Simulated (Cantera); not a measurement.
**Equilibrium for silicon carbide growth: Si(CH₃)₄ + CH₄ + H₂**

Feed: 1 mol Si(CH₃)₄, 0.15 mol CH₄, 120 mol H₂, at 300 Torr.

Method: chemical equilibrium by Gibbs-energy minimisation in Cantera with the NASA 1993 tables (ideal gas, pure condensed phases). Candidate condensed phases: C, C₆H₆, C₇H₈, C₈H₁₈, Si, SiC; 87 gas species. Gases not in the tables: Si₂H₆ and higher silanes. Equilibrium is a limit: real reactors are often held back by kinetics, nucleation or transport.

| T (°C) | x H₂ | x H | x C₂H₂ (acetylene) | x CH₄ | x Si | x SiH | n C(graphite) | n SiC(s) |
|---|---|---|---|---|---|---|---|---|
| 1350 | 0.999 | 0.000109 | 3.48e-5 | 0.000592 | 4.44e-9 | 5.64e-9 | 3.07 | 1.000 |
| 1400 | 0.999 | 0.000180 | 5.69e-5 | 0.000485 | 1.40e-8 | 1.49e-8 | 3.07 | 1.000 |
| 1450 | 0.999 | 0.000288 | 9.04e-5 | 0.000402 | 4.10e-8 | 3.73e-8 | 3.08 | 1.000 |
| 1500 | 0.999 | 0.000450 | 0.000140 | 0.000337 | 1.13e-7 | 8.83e-8 | 3.07 | 1.000 |
| 1550 | 0.999 | 0.000685 | 0.000211 | 0.000285 | 2.95e-7 | 1.99e-7 | 3.06 | 1.000 |
| 1600 | 0.998 | 0.00102 | 0.000312 | 0.000243 | 7.32e-7 | 4.31e-7 | 3.04 | 1.000 |
| 1650 | 0.998 | 0.00149 | 0.000450 | 0.000209 | 1.73e-6 | 8.94e-7 | 3.01 | 0.999 |
| 1700 | 0.997 | 0.00213 | 0.000639 | 0.000182 | 3.91e-6 | 1.79e-6 | 2.97 | 0.999 |
| 1750 | 0.996 | 0.00300 | 0.000890 | 0.000159 | 8.48e-6 | 3.44e-6 | 2.91 | 0.997 |
| 1800 | 0.994 | 0.00415 | 0.00122 | 0.000139 | 1.77e-5 | 6.43e-6 | 2.83 | 0.995 |
| 1850 | 0.992 | 0.00565 | 0.00164 | 0.000123 | 3.58e-5 | 1.16e-5 | 2.72 | 0.991 |
| 1900 | 0.990 | 0.00759 | 0.00218 | 0.000109 | 6.98e-5 | 2.05e-5 | 2.59 | 0.984 |
| 1950 | 0.987 | 0.0101 | 0.00286 | 9.75e-5 | 0.000132 | 3.52e-5 | 2.43 | 0.970 |
| 2000 | 0.983 | 0.0132 | 0.00370 | 8.72e-5 | 0.000243 | 5.88e-5 | 2.23 | 0.946 |
x: gas mole fraction; n: condensed amount in mol.

From 1350 °C to 2000 °C the condensed part is C(graphite) + SiC(s). The main Si-bearing gas is SiH₂ at 1350 °C and Si at 2000 °C.
